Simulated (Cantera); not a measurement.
A freely propagating, adiabatic, planar premixed flame of 20.7 % H2, 16.7 % O2, 62.7 % N2, equivalence ratio 0.62, unburnt at 575 K and 6.00 bar; unity-Lewis-number transport, grid criteria slope 0.08 and curve 0.16, no radiation.

Detailed kinetics in Cantera: the H2/O2 subset of GRI-Mech 3.0, which has no nitrogen chemistry. The hydrogen kinetics of GRI-Mech 3.0 are dated; newer H2 mechanisms differ, most at raised pressure. Unity Lewis numbers drop preferential diffusion, which matters most where H2 and H carry the flame. Burning velocities carry a grid error of a few per cent, more on coarse grids. Lean hydrogen flames are cellular in practice and burn faster than this planar one.

x: mole fraction of selected species; z is measured from the peak of heat release.

```json
[
 {"z (mm)": "-0.111", "T (K)": "575", "u (m/s)": "2.96", "x H2": "0.207", "x O2": "0.167", "x O": "<1e-8", "x H2O2": "8.60e-8", "x HO2": "6.03e-7", "x H": "<1e-8"},
 {"z (mm)": "-0.0740", "T (K)": "576", "u (m/s)": "2.96", "x H2": "0.207", "x O2": "0.167", "x O": "<1e-8", "x H2O2": "5.59e-7", "x HO2": "3.94e-6", "x H": "<1e-8"},
 {"z (mm)": "-0.0555", "T (K)": "580", "u (m/s)": "2.98", "x H2": "0.206", "x O2": "0.166", "x O": "(withheld)", "x H2O2": "(withheld)", "x HO2": "(withheld)", "x H": "<1e-8"},
 {"z (mm)": "-0.0370", "T (K)": "603", "u (m/s)": "3.09", "x H2": "0.204", "x O2": "0.165", "x O": "(withheld)", "x H2O2": "(withheld)", "x HO2": "(withheld)", "x H": "(withheld)"},
 {"z (mm)": "-0.0185", "T (K)": "790", "u (m/s)": "4.00", "x H2": "0.182", "x O2": "0.155", "x O": "5.00e-5", "x H2O2": "5.16e-5", "x HO2": "0.000571", "x H": "5.82e-5"},
 {"z (mm)": "-0.00925", "T (K)": "1098", "u (m/s)": "5.45", "x H2": "0.141", "x O2": "0.135", "x O": "0.000620", "x H2O2": "6.03e-5", "x HO2": "0.000664", "x H": "0.00195"},
 {"z (mm)": "0", "T (K)": "1461", "u (m/s)": "7.07", "x H2": "0.0768", "x O2": "0.105", "x O": "0.00353", "x H2O2": "1.77e-5", "x HO2": "0.000383", "x H": "0.00977"},
 {"z (mm)": "0.00925", "T (K)": "1702", "u (m/s)": "8.09", "x H2": "0.0323", "x O2": "0.0818", "x O": "0.00687", "x H2O2": "5.82e-6", "x HO2": "0.000223", "x H": "0.0125"},
 {"z (mm)": "0.0185", "T (K)": "1832", "u (m/s)": "8.62", "x H2": "0.0161", "x O2": "0.0728", "x O": "0.00727", "x H2O2": "3.75e-6", "x HO2": "0.000146", "x H": "0.00910"},
 {"z (mm)": "0.0370", "T (K)": "1952", "u (m/s)": "9.10", "x H2": "0.00772", "x O2": "0.0693", "x O": "0.00491", "x H2O2": "2.30e-6", "x HO2": "7.94e-5", "x H": "0.00397"},
 {"z (mm)": "0.0740", "T (K)": "2034", "u (m/s)": "9.42", "x H2": "0.00344", "x O2": "0.0689", "x O": "0.00224", "x H2O2": "1.38e-6", "x HO2": "3.54e-5", "x H": "0.00114"},
 {"z (mm)": "0.148", "T (K)": "2076", "u (m/s)": "9.59", "x H2": "0.00131", "x O2": "0.0693", "x O": "0.000856", "x H2O2": "8.11e-7", "x HO2": "1.44e-5", "x H": "0.000262"},
 {"z (mm)": "0.296", "T (K)": "2094", "u (m/s)": "9.66", "x H2": "0.000501", "x O2": "0.0697", "x O": "0.000337", "x H2O2": "5.09e-7", "x HO2": "6.78e-6", "x H": "6.36e-5"}
]
```

**Question.** Some entries are withheld; supply them.

**Answer.** 
- -0.0555, x O: 5.64e-8
- -0.0555, x H2O2: 1.82e-6
- -0.0555, x HO2: 1.30e-5
- -0.0370, x O: 8.79e-7
- -0.0370, x H2O2: 9.94e-6
- -0.0370, x HO2: 7.71e-5
- -0.0370, x H: 2.76e-8
